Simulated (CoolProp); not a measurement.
Properties of normal hydrogen along the isotherm -241.05 °C.

The numbers come from the reference Helmholtz-energy equation of state, Leachman 2009 in CoolProp.

```
p (MPa)   phase  cp (kJ/(kg K))  speed of sound (m/s)  Prandtl number
-------  ------  --------------  --------------------  --------------
0.589       gas           14.63                 434.2           0.800
1.18     liquid           45.19                 584.8            2.63
1.77     liquid           22.64                 753.8            1.51
2.36     liquid           18.44                 842.9            1.31
2.95     liquid           16.41                 908.0            1.22
3.54     liquid           15.16                 960.7            1.17
4.12     liquid           14.31                  1005            1.14
4.71     liquid           13.66                  1045            1.12
5.3      liquid           13.15                  1081            1.10
5.89     liquid           12.73                  1114            1.09
6.48     liquid           12.39                  1144            1.09
```

Viscosity comes from a separate model (Muzny 2013). Thermal conductivity comes from a separate model (Assael 2011).
